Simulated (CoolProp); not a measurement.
Vapour-liquid equilibrium of carbon dioxide (1) + CH3F (R41) (2) at 6.13 bar; x and y are mole fractions of (1).

Values from CoolProp's multi-fluid Helmholtz-energy mixture model, Span 1996 and Lemmon 2006; pair parameters Bell 2016.

| x | bubble temperature, mixture model (°C) | bubble temperature, Raoult's law (°C) | y, mixture model | y, Raoult's law |
|---|---|---|---|---|
| 0.05 | -39.2 | -39.2 | 0.078 | 0.084 |
| 0.2 | ___ | -42.0 | ___ | 0.304 |
| 0.35 | -44.0 | -44.4 | 0.459 | 0.485 |
| 0.5 | ___ | -46.6 | ___ | 0.637 |
| 0.65 | ___ | -48.6 | ___ | 0.765 |
| 0.8 | -50.0 | -50.4 | ___ | 0.875 |
| 0.95 | ___ | -52.1 | 0.972 | 0.971 |

Task: What belongs in the gaps?

Result: 
- 0.2, bubble temperature, mixture model (°C): -41.7
- 0.2, y, mixture model: 0.283
- 0.5, bubble temperature, mixture model (°C): -46.0
- 0.5, y, mixture model: 0.615
- 0.65, bubble temperature, mixture model (°C): -48.1
- 0.65, y, mixture model: 0.752
- 0.8, y, mixture model: 0.872
- 0.95, bubble temperature, mixture model (°C): -52.0

The largest gap from Raoult's law is +0.6 K in bubble temperature, at x = 0.5. No azeotrope shows between x = 0.05 and 0.95.

The pair parameters rest on a limited set of measurements; away from them the model extrapolates.
